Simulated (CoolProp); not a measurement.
Model: reference Helmholtz-energy equation of state, Lemmon 2006, in CoolProp. It is a short technical equation, of lower accuracy than the large ones.

Task: Give the vapour pressure (MPa), liquid density (kg/m³), enthalpy of vaporisation (kJ/kg) of saturated R141b at 110.95, 127.65, 138.65 °C.

Result: 
```csv
T (°C),p (MPa),liquid density (kg/m³),enthalpy of vaporisation (kJ/kg)
110.95,0.858,1040,177
127.65,1.20,1000,165
138.65,1.47,967,155
```
